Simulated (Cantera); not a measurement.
A perfectly stirred reactor is fed with 3.02 % C3H8, 20.4 % O2, 76.6 % N2, at 4280 Torr; it is adiabatic with a 450 K inlet, and is followed from long to short residence time, starting on the burning branch (τ in s: 0.13, 0.054, 0.022, 0.009, 0.0036, 0.0015, 0.00061, 0.00025, 0.0001, 4.1e-05, 1.7e-05, 6.8e-06).

Computed with Cantera and GRI-Mech 3.0 (53 species, 325 reactions). GRI-Mech 3.0 was tuned for natural gas; its chemistry of propane as a main component is partial and can be far from experiment.

One state of this run: T (K) = 2011; x C3H8 = 8.48e-6; x O2 = 0.0533; x CH4 = 2.77e-6; x H = 0.000271; x HCO = 5.47e-7. x: mole fraction; the columns are a selection and need not sum to one.

Which value of τ (s) does it belong to?
A. 0.00025
B. 0.00061
C. 6.8e-6
D. 0.054

B, 0.00061
